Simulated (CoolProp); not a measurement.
Vapour-liquid equilibrium of carbon dioxide (1) + 1-butene (2) at 588 kPa; x and y are mole fractions of (1).

Values from CoolProp's multi-fluid Helmholtz-energy mixture model, Span 1996 and Lemmon 2005; pair parameters Bell 2016.

Task: Give the bubble temperature and the first vapour's composition at x = 0.15, 0.65, 0.95. Is there an azeotrope?

Result: x = 0.15: 265.4 K, y = 0.842; x = 0.65: 227.2 K, y = 0.984; x = 0.95: 220.8 K, y = 0.997. No azeotrope shows between x = 0.05 and 0.95.

The pair parameters rest on a limited set of measurements; away from them the model extrapolates. The gap from Raoult's law changes sign with composition, which may be real or a fault of the pair parameters; it wasn't checked against measurements.
